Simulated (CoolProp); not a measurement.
A closed Brayton cycle with nitrogen: compressor inlet 330.15 K and 1.2 MPa, high pressure 2.75 MPa, turbine inlet 720 K, compressor efficiency 0.8, turbine efficiency 0.85, recuperator effectiveness 0 (on enthalpy, no pinch check). Each further row changes one setting.

Values from CoolProp's reference Helmholtz-energy equation of state, Span 2000.

```json
[
 {"case": "as stated", "thermal efficiency (%)": "6.8", "net work (kJ/kg)": "20.7", "compressor to turbine work": "0.85", "compressor exit (K)": "440.4", "turbine exit (K)": "595.9"},
 {"case": "turbine inlet 670 K", "thermal efficiency (%)": "4.5", "net work (kJ/kg)": "11.1", "compressor to turbine work": "0.91", "compressor exit (K)": "440.4", "turbine exit (K)": "553.5"},
 {"case": "compressor inlet 340.15 K", "thermal efficiency (%)": "5.9", "net work (kJ/kg)": "17.2", "compressor to turbine work": "0.87", "compressor exit (K)": "453.7", "turbine exit (K)": "595.9"},
 {"case": "high pressure 2.34 MPa", "thermal efficiency (%)": "6.5", "net work (kJ/kg)": "21.2", "compressor to turbine work": "0.81", "compressor exit (K)": "416.9", "turbine exit (K)": "618.2"},
 {"case": "recuperator effectiveness 0.5", "thermal efficiency (%)": "9.4", "net work (kJ/kg)": "20.7", "compressor to turbine work": "0.85", "compressor exit (K)": "440.4", "turbine exit (K)": "595.9"}
]
```
